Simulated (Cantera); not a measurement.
**Catalytic stagnation flow on Pt**

A jet of 2.65 % CH4, 13.8 % O2, 83.6 % N2, equivalence ratio 0.38 at 300 K and 0.260 bar hits a platinum plate 5 cm away at a mass flux of 0.063 kg/m²/s; the plate temperature is set and raised in steps from an oxygen-covered start.

Cantera simulation using Deutschmann's 1995 Pt surface mechanism with GRI-Mech 3.0 gas chemistry; the numbers are that mechanism's predictions, not measurements. Catalytic surfaces can have several steady states; this one follows from the mechanism file's or the stated starting coverage.

```
plate T (K)  wall x CH4  wall x O2  wall x H2O  wall x OH  wall x CO  wall x CO2  θ free Pt   θ O*    θ OH*
-----------  ----------  ---------  ----------  ---------  ---------  ----------  ---------  -----  -------
900              0.0153      0.114      0.0209    2.15e-8    5.02e-6      0.0137      0.150  0.849  0.00175
950              0.0104      0.103      0.0299    6.52e-8    4.71e-6      0.0197      0.210  0.788  0.00195
1000            0.00701     0.0962      0.0361    1.76e-7    4.28e-6      0.0237      0.274  0.724  0.00195
1050            0.00489     0.0918      0.0399    4.22e-7    3.94e-6      0.0263      0.339  0.659  0.00184
1100            0.00357     0.0891      0.0422    9.16e-7    3.74e-6      0.0278      0.403  0.595  0.00168
```
x: mole fraction at the wall; θ: surface coverage.
